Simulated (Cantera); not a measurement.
Charge: 1 mol CH3SiH3, 0.68 mol CH4, 29 mol H2, 0.031 mol C2H4, at 13300 Pa.

These are equilibrium values from Cantera (NASA tables, ideal gas, pure condensed phases), not measurements of a reactor. Candidate condensed phases: C, C6H6, C7H8, C8H18, Si, SiC; 87 gas species. The feed counts by its element totals alone. Gases not in the tables: Si2H6 and higher silanes. Rates play no part.

x: gas mole fraction; n: condensed amount in mol.

```json
[
 {"T (°C)": "1777", "x H2": "0.993", "x H": "0.00619", "x C2H2 (acetylene)": "0.00105", "x Si": "3.81e-5", "x SiC2": "1.98e-6", "x SiH": "8.38e-6", "x Si2C": "1.28e-6", "n C(graphite)": "0.671", "n SiC(s)": "0.998"},
 {"T (°C)": "1827", "x H2": "0.990", "x H": "0.00849", "x C2H2 (acetylene)": "0.00143", "x Si": "7.80e-5", "x SiC2": "5.03e-6", "x SiH": "1.54e-5", "x Si2C": "3.19e-6", "n C(graphite)": "0.648", "n SiC(s)": "0.996"},
 {"T (°C)": "1877", "x H2": "0.986", "x H": "0.0115", "x C2H2 (acetylene)": "0.00191", "x Si": "0.000155", "x SiC2": "1.22e-5", "x SiH": "2.74e-5", "x Si2C": "7.61e-6", "n C(graphite)": "0.618", "n SiC(s)": "0.992"},
 {"T (°C)": "1927", "x H2": "0.982", "x H": "0.0153", "x C2H2 (acetylene)": "0.00252", "x Si": "0.000297", "x SiC2": "2.85e-5", "x SiH": "4.75e-5", "x Si2C": "1.74e-5", "n C(graphite)": "0.583", "n SiC(s)": "0.985"},
 {"T (°C)": "1977", "x H2": "0.976", "x H": "0.0201", "x C2H2 (acetylene)": "0.00327", "x Si": "0.000553", "x SiC2": "6.40e-5", "x SiH": "8.03e-5", "x Si2C": "3.84e-5", "n C(graphite)": "0.541", "n SiC(s)": "0.972"},
 {"T (°C)": "2027", "x H2": "0.968", "x H": "___", "x C2H2 (acetylene)": "___", "x Si": "___", "x SiC2": "___", "x SiH": "___", "x Si2C": "___", "n C(graphite)": "___", "n SiC(s)": "0.949"},
 {"T (°C)": "2077", "x H2": "0.959", "x H": "___", "x C2H2 (acetylene)": "___", "x Si": "___", "x SiC2": "___", "x SiH": "___", "x Si2C": "___", "n C(graphite)": "___", "n SiC(s)": "0.907"},
 {"T (°C)": "2127", "x H2": "0.946", "x H": "0.0424", "x C2H2 (acetylene)": "0.00660", "x Si": "0.00306", "x SiC2": "0.000588", "x SiH": "0.000337", "x Si2C": "0.000334", "n C(graphite)": "0.397", "n SiC(s)": "0.835"}
]
```

Problem. What belongs in the gaps?

Solution. 
- 2077, x H: 0.0334
- 2077, x C2H2 (acetylene): 0.00529
- 2077, x Si: 0.00177
- 2077, x SiC2: 0.000290
- 2077, x SiH: 0.000213
- 2077, x Si2C: 0.000168
- 2077, n C(graphite): 0.445
- 2027, x H: 0.0261
- 2027, x C2H2 (acetylene): 0.00418
- 2027, x Si: 0.00100
- 2027, x SiC2: 0.000139
- 2027, x SiH: 0.000132
- 2027, x Si2C: 8.16e-5
- 2027, n C(graphite): 0.494
